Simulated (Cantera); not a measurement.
## Equilibrium for calcination and drying: CaCO3 + CO2

Feed: 1 mol CaCO3, 8.2 mol CO2, equilibrated at 0.0100 bar.

Equilibrium computed with Cantera from the NASA thermochemical tables; the gas is ideal and each condensed phase is pure. Candidate condensed phases: C, Ca, CaCO3, CaO; 15 gas species. Rates play no part.

From 1250 K to 1700 K the condensed part is CaO(s).

| T (K) | log p CO2 | log p CO | log p O2 | log p O | n CaO(s) |
|---|---|---|---|---|---|
| 1250 | -2.00 | -6.08 | -6.38 | -10.35 | 1.00 |
| 1325 | -2.00 | -5.63 | -5.94 | -9.53 | 1.00 |
| 1400 | -2.00 | -5.24 | -5.54 | -8.79 | 1.00 |
| 1475 | -2.00 | -4.88 | -5.19 | -8.13 | 1.00 |
| 1550 | -2.00 | -4.56 | -4.87 | -7.54 | 1.00 |
| 1625 | -2.00 | -4.27 | -4.58 | -7.00 | 1.00 |
| 1700 | -2.01 | -4.01 | -4.31 | -6.51 | 1.00 |
log p: log10 of the partial pressure in bar; n: condensed amount in mol.
